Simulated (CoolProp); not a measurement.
The numbers come from the reference Helmholtz-energy equation of state, Smukala 2000 in CoolProp.

Problem. For ethylene, give the phase and the cp (kJ/(kg K)), cv (kJ/(kg K)), speed of sound (m/s), Joule-Thomson coefficient (K/MPa) at 80.65 °C and 4.56 MPa; 96.65 °C and 4.56 MPa; 176.85 °C and 4.56 MPa.

Solution. 
- 80.65 °C and 4.56 MPa: gas; cp 2.12, cv 1.50, speed of sound 324, Joule-Thomson coefficient 6.68
- 96.65 °C and 4.56 MPa: gas; cp 2.11, cv 1.54, speed of sound 336, Joule-Thomson coefficient 5.88
- 176.85 °C and 4.56 MPa: gas; cp 2.22, cv 1.79, speed of sound 383, Joule-Thomson coefficient 3.40
